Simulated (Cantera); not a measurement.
An isothermal, constant-pressure homogeneous reactor starts with 43.5 % NO, 56.5 % N2, at 1598 K and 1.20 bar.

Detailed kinetics in Cantera: GRI-Mech 3.0 (53 species, 325 reactions).

x: mole fraction; the columns are a selection and need not sum to one.

| t (s) | x NO | x O | x N2O | x NO2 | x O2 |
|---|---|---|---|---|---|
| 2.00e-6 | 0.435 | 1.22e-8 | 1.37e-8 | 1.45e-9 | <1e-12 |
| 1.18e-5 | 0.435 | 4.44e-8 | 8.08e-8 | 3.65e-8 | 2.26e-11 |
| 7.00e-5 | 0.435 | 6.12e-8 | 4.77e-7 | 4.19e-7 | 2.89e-10 |
| 0.000414 | 0.435 | 7.05e-8 | 2.77e-6 | 2.81e-6 | 3.30e-9 |
| 0.00245 | 0.435 | (withheld) | (withheld) | (withheld) | (withheld) |
| 0.0145 | 0.434 | 4.64e-7 | 5.29e-5 | 0.000122 | 1.15e-5 |
| 0.0857 | 0.433 | 8.16e-7 | 6.94e-5 | 0.000243 | 0.000430 |
| 0.507 | 0.428 | 1.07e-6 | 6.75e-5 | 0.000321 | 0.00324 |
| 3.00 | 0.397 | (withheld) | (withheld) | (withheld) | (withheld) |

What belongs in the gaps?


- 0.00245, x O: 1.28e-7
- 0.00245, x N2O: 1.49e-5
- 0.00245, x NO2: 1.83e-5
- 0.00245, x O2: 1.04e-7
- 3.00, x O: 1.94e-6
- 3.00, x N2O: 5.77e-5
- 3.00, x NO2: 0.000554
- 3.00, x O2: 0.0186
